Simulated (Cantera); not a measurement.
Cantera run:

```python
import numpy as np
import cantera as ct

gas_names = [...]  # 123 gases of nasa_gas.yaml made of C, H, O, Si
cond_names = """
    C(gr) C6H6(L) C7H8(L) C8H18(L),n-octa H2O(s) H2O(L) Si(cr) Si(L) SiC(b) SiO2(Lqz) SiO2(hqz) SiO2(L)
""".split()


# ... load() reads the species with a 1 bar reference pressure and builds the phases ...
atoms = {
    'HMDSO': {'Si': 2, 'C': 6, 'H': 18, 'O': 1},
    'O2': {'O': 2},
}
top_T = {'C(gr)': 4500, 'SiC(b)': 3050}  # K; cautious upper limits of use, not melting points


# ... equilibrate(T, P, feed) seeds the gas with the atoms and calls Mixture.equilibrate('TP', solver="vcs", rtol=1e-11, max_steps=5000) ...
results = []
feed = {'HMDSO': 1, 'O2': 0.73}  # mol
T = 2123  # K
P = 25000  # Pa
mix = equilibrate(T, P, feed)
results.append((T, P, feed, dict(zip(mix.species_names, mix.species_moles))))
print(gas.report(threshold=0.0001))
for i in range(1, mix.n_phases):
    print(f"{mix.phase(i).name:16s} {mix.phase_moles(i):12.5e} mol")
```

It prints:

```
       temperature   2123 K
          pressure   25000 Pa
           density   0.010831 kg/m^3
  mean mol. weight   7.6475 kg/kmol
   phase of matter   gas

                          1 kg             1 kmol
                     ---------------   ---------------
          enthalpy        4.7241e+06        3.6127e+07  J
   internal energy        2.4159e+06        1.8476e+07  J
           entropy             29021        2.2193e+05  J/K
    Gibbs function       -5.6887e+07       -4.3504e+08  J
 heat capacity c_p            4574.3             34982  J/K
 heat capacity c_v            3487.1             26667  J/K

                      mass frac. Y      mole frac. X     chem. pot. / RT
                     ---------------   ---------------   ---------------
                CO           0.77428            0.2114            -37.11
    C2H2,acetylene         0.0043885         0.0012889           -27.098
                 H        0.00083433         0.0063299           -10.655
                H2           0.20516           0.77826           -21.309
               SiO          0.014836         0.0025736           -42.914
     [ +118 minor]        0.00049754        0.00015101

C(gr)             1.56982e+00 mol
Si(L)             0.00000e+00 mol
SiC(b)            1.96934e+00 mol
SiO2(L)           0.00000e+00 mol
```

Equilibrium computed with Cantera from the NASA thermochemical tables; the gas is ideal and each condensed phase is pure. The feed counts by its element totals alone. Gases not in the tables: Si2H6 and higher silanes.
